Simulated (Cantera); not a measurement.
Feed: 1 mol CH₂F₂, 0.081 mol H₂, equilibrated at 2923 K and 75.0 Torr.

Method: chemical equilibrium by Gibbs-energy minimisation in Cantera with the NASA 1993 tables (ideal gas, pure condensed phases). Candidate condensed phases: C, C₆H₆, C₇H₈, C₈H₁₈; 95 gas species. The numbers say what is thermodynamically allowed, not how fast it happens.

What is the equilibrium state?


| Quantity | Result |
|---|---|
| x(HF) | 0.910 |
| x(H) | 0.0527 |
| x(H₂) | 0.0181 |
| x(F) | 0.0142 |
| x(CF) | 0.00140 |
| x(C₃) | 0.00134 |
| x(C₂H₂ (acetylene)) | 0.000893 |
| x(C₂H) | 0.000400 |
| x(C) | 0.000239 |
| n(C(graphite)) | 0.981 mol |
| gas amount | 2.159 mol |
